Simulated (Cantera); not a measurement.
Charge: 1 mol AlN, a varied amount of H2, held at 1425 °C and 1.33 mbar.

Method: chemical equilibrium by Gibbs-energy minimisation in Cantera with the NASA 1993 tables (ideal gas, pure condensed phases). Candidate condensed phases: Al, AlN; 13 gas species. The numbers say what is thermodynamically allowed, not how fast it happens.

Problem. At 170 mol H2, list the 5 most abundant gas species with their mole fractions, and the condensed phases.

Solution. H2 0.987, Al 0.00569, H 0.00394, N2 0.00291, AlH 0.000126. Condensed: gas only.
